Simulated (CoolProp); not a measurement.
200 sccm (0 °C, 1 atm) of nitrogen bubbles through liquid ethanol at 308.8 K and leaves saturated at a total pressure of 0.15 MPa (ideal gas phase). Each further row changes one setting.

Values from CoolProp's reference Helmholtz-energy equation of state, Schroeder 2014.

```tsv
case	vapour pressure (kPa)	mole fraction of vapour	delivery (mg/min)	delivery (sccm)	change of delivery for a bath 1 K warmer (%)
as stated	14.2	…	…	…	6.1
bath temperature 313.8 K	…	…	…	…	6.0
total pressure 0.3 MPa	14.2	…	20.5	9.96	5.7
```

**Question.** Complete the blanks.

**Answer.** 
- as stated, mole fraction of vapour: 0.0949
- as stated, delivery (mg/min): 43.1
- as stated, delivery (sccm): 21.0
- bath temperature 313.8 K, vapour pressure (kPa): 18.5
- bath temperature 313.8 K, mole fraction of vapour: 0.123
- bath temperature 313.8 K, delivery (mg/min): 57.8
- bath temperature 313.8 K, delivery (sccm): 28.1
- total pressure 0.3 MPa, mole fraction of vapour: 0.0474
